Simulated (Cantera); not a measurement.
Feed: 1 mol FeS, a varied amount of H₂, 0.16 mol H₂O, equilibrated at 2198 K and 13.3 mbar.

Equilibrium computed with Cantera from the NASA thermochemical tables; the gas is ideal and each condensed phase is pure. Candidate condensed phases: Fe, FeO, Fe(OH)₂, Fe(OH)₃, FeS, FeSO₄, FeS₂, Fe₂O₃, Fe₂(SO₄)₃, Fe₃O₄, H₂O, H₂SO₄, S; 22 gas species. Equilibrium is a limit: real reactors are often held back by kinetics, nucleation or transport.

### Question
At 34 mol H₂, list the 6 most abundant gas species with their mole fractions, and the condensed phases.

### Answer
H₂ 0.901, H 0.0458, Fe 0.0273, SH 0.00736, S 0.00652, S₂ 0.00529. Condensed: gas only.
